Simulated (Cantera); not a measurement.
Source: NASA polynomial tables (part measured, part estimated), evaluated in Cantera. Values are per mole of reaction as written; species without (g) are pure solids or liquids, kept so even where they would boil at 1 bar.

**Question.** Between 300 and 1975 K, where is each reaction favourable under standard conditions?
- 2 H(g) + CaCl2 = Ca(g) + 2 HCl(g)

**Answer.** 
- 2 H(g) + CaCl2 = Ca(g) + 2 HCl(g): ΔG° is 295 kJ at 300 K and 80 kJ at 1975 K; it stays positive (K < 1). ΔH° is 243 kJ and ΔS° 82 J/K at 1975 K.
